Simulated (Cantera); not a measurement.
Input (Python, Cantera):

```python
import numpy as np
import cantera as ct

surf = ct.Interface("ptcombust.yaml", "Pt_surf")
gas = surf.adjacent["gas"]
gas.TPX = 998, 101325, {'CO': 0.006, 'O2': 0.027, 'N2': 0.79}
surf.TP = 998, 101325
reactor = ct.FlowReactor(gas, clone=False)
reactor.area = 0.0001  # m2
reactor.surface_area_to_volume_ratio = 160  # 1/m
reactor.mass_flow_rate = 4.2 * reactor.area * gas.density  # inlet velocity 4.2 m/s
reactor.energy_enabled = False
wall = ct.ReactorSurface(surf, reactor, clone=False)
net = ct.ReactorNet([reactor])
net.rtol, net.atol = 1e-8, 1e-16
show, cover = ['CO', 'O2', 'H2O', 'CO2'], ['PT(S)', 'H(S)', 'O(S)', 'OH(S)', 'CO(S)', 'C(S)']

rows = []
print(f"{'z/m':>9s}{'u/(m/s)':>9s}" + "".join(f"{s:>13s}" for s in show + cover))
for z in [0.0008, 0.0017, 0.0037, 0.008, 0.017, 0.037, 0.08]:
    net.advance(z)
    rows.append([reactor.speed, *gas[show].X, *surf[cover].coverages])
    print(f"{z:9.4g}{rows[-1][0]:9.3g}" + "".join(f"{x:13.4e}" for x in rows[-1][1:]))
```

Result:

```
      z/m  u/(m/s)           CO           O2          H2O          CO2        PT(S)         H(S)         O(S)        OH(S)        CO(S)         C(S)
   0.0008     4.19   8.9712e-04   2.9704e-02  -5.4232e-36   6.4167e-03   3.0907e-01  -1.1809e-25   6.9034e-01  -4.5014e-22   5.8401e-04   3.2049e-14
   0.0017     4.19   3.4697e-04   2.9437e-02  -6.1607e-29   6.9688e-03   2.7498e-01   1.0756e-24   7.2485e-01   4.6756e-21   1.7116e-04   7.9589e-15
   0.0037     4.18   5.5712e-05   2.9295e-02   1.4352e-27   7.2612e-03   2.6293e-01   2.0315e-25   7.3705e-01   1.6627e-21   2.4753e-05   1.0823e-15
    0.008     4.18   1.2783e-06   2.9269e-02  -2.5928e-29   7.3158e-03   2.6095e-01  -2.2462e-25   7.3905e-01  -1.0401e-21   5.5808e-07   2.4153e-17
    0.017     4.18   4.8825e-10   2.9268e-02   1.1934e-27   7.3171e-03   2.6090e-01   2.9490e-24   7.3910e-01   1.3655e-20   2.1307e-10   9.2193e-21
    0.037     4.18   1.8047e-18   2.9268e-02  -1.5295e-33   7.3171e-03   2.6090e-01  -3.0624e-25   7.3910e-01  -1.4182e-21   8.7314e-18   3.7779e-28
     0.08     4.18  -1.1259e-17   2.9268e-02   2.1881e-34   7.3171e-03   2.6090e-01  -3.4549e-25   7.3910e-01  -1.6000e-21  -3.1153e-29  -1.3479e-39
```

Computed with Cantera and Deutschmann's 1995 Pt surface mechanism with GRI-Mech 3.0 gas chemistry. Catalytic surfaces can have several steady states; this one follows from the mechanism file's or the stated starting coverage. Mass transfer to the wall is taken as infinitely fast.
